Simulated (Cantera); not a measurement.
What does this Cantera script print?

```python
import numpy as np
import cantera as ct

gas_names = """
    C CH CH2 CH3 CH2OH CH3O CH4 CH3OH CO CO2 COOH C2 C2H CHCO,ketyl C2H2,acetylene C2H2,vinylidene
    CH2CO,ketene C2H3,vinyl CH3CO,acetyl C2H4 C2H4O,ethylen CH3CHO,ethanal CH3COOH (HCOOH)2 C2H5 C2H6
    CH3OCH3 C2H5OH C2O C3 C3H3,propargyl C3H4,allene C3H4,propyne C3H4,cyclo- C3H5,allyl C3H6,propylene
    C3H6,cyclo- C3H6O C3H7,n-propyl C3H7,i-propyl C3H8 C3H8O,1propanol C3H8O,2propanol C3O2 C4 C4H2
    C4H4,1,3-cyclo- C4H6,butadiene C4H6,2-butyne C4H6,cyclo- C4H8,1-butene C4H8,cis2-buten
    C4H8,tr2-butene C4H8,isobutene C4H8,cyclo- (CH3COOH)2 C4H9,n-butyl C4H9,i-butyl C4H9,s-butyl
    C4H9,t-butyl C4H10,isobutane C4H10,n-butane C5 C5H6,1,3cyclo- C5H8,cyclo- C5H10,1-pentene
    C5H10,cyclo- C5H11,pentyl C5H11,t-pentyl C5H12,n-pentane C5H12,i-pentane CH3C(CH3)2CH3 C6H2
    C6H5,phenyl C6H5O,phenoxy C6H6 C6H5OH,phenol C6H10,cyclo- C6H12,1-hexene C6H12,cyclo- C6H13,n-hexyl
    C7H7,benzyl C7H8 C7H8O,cresol C7H14,1-heptene C7H15,n-heptyl C7H16,n-heptane C8H8,styrene
    C8H10,ethylbenz C8H16,1-octene C8H17,n-octyl C8H18,isooctane C8H18,n-octane C9H19,n-nonyl
    C10H8,naphthale C10H21,n-decyl C12H9,o-bipheny C12H10,bipheny H HCO HO2 H2 HCHO,formaldehy HCOOH H2O
    H2O2 O OH O2 O3 Pb PbO Pb2
""".split()
cond_names = """
    C(gr) C6H6(L) C7H8(L) C8H18(L),n-octa H2O(s) H2O(L) Pb(cr) Pb(L) PbO(rd) PbO(yw) PbO(L) PbO2(s)
    Pb3O4(s)
""".split()


def load(file, names, dense=False):
    # The tables refer to 1 bar. Condensed volumes are neglected.
    table = {s.name: s for s in ct.Species.list_from_file(file)}
    out = []
    for n in names:
        d = dict(table[n].input_data)
        d["thermo"] = dict(d["thermo"], **{"reference-pressure": 1e5})
        if dense:
            d["equation-of-state"] = {"model": "constant-volume", "density": "1e6 g/cm^3"}
        out.append(ct.Species.from_dict(d))
    return out


gas = ct.Solution(thermo="ideal-gas", species=load("nasa_gas.yaml", gas_names))
cond = {s.name: ct.Solution(thermo="fixed-stoichiometry", species=[s], name=s.name)
        for s in load("nasa_condensed.yaml", cond_names, dense=True)}
atoms = {
    'PbO': {'Pb': 1, 'O': 1},
    'CH4': {'C': 1, 'H': 4},
    'H2': {'H': 2},
}
top_T = {'C(gr)': 4500, 'Pb3O4(s)': 820}  # K; cautious upper limits of use, not melting points


def equilibrate(T, P, feed):
    n = {}
    for name, mol in feed.items():
        for a, k in atoms[name].items():
            n[a] = n.get(a, 0.0) + k * mol
    gas.TPX = T, P, n
    mass = sum(n.values()) * gas.mean_molecular_weight
    gas.equilibrate("TP")
    valid = [c for c in cond.values() if c.min_temp <= T <= top_T.get(c.name, c.max_temp)]
    mix = ct.Mixture([(gas, mass / gas.mean_molecular_weight)] + [(c, 0.0) for c in valid])
    mix.T, mix.P = T, P
    mix.equilibrate("TP", solver="vcs", rtol=1e-11, max_steps=5000)
    return mix


results = []
feed = {'PbO': 1, 'CH4': 2.7, 'H2': 7.4}  # mol
T = 1500  # K
P = 72  # Pa
mix = equilibrate(T, P, feed)
results.append((T, P, feed, dict(zip(mix.species_names, mix.species_moles))))
x = sorted(zip(gas.X, gas.species_names), reverse=True)
print(f"T = {T:g} K  P = {P:g} Pa  gas = {mix.phase_moles(0):.4g} mol")
print("   x: " + "  ".join(f"{s} {v:.3e}" for v, s in x if v > 1e-05))
print("   condensed (mol): " + ("  ".join(f"{mix.phase(i).name} {mix.phase_moles(i):.4g}"
      for i in range(1, mix.n_phases) if mix.phase_moles(i) > 1e-12) or "none"))
```

Result:

```
T = 1500 K  P = 72 Pa  gas = 14.8 mol
   x: H2 8.643e-01  CO 6.755e-02  Pb 6.755e-02  H 6.099e-04
   condensed (mol): C(gr) 1.7
```

Equilibrium computed with Cantera from the NASA thermochemical tables; the gas is ideal and each condensed phase is pure.
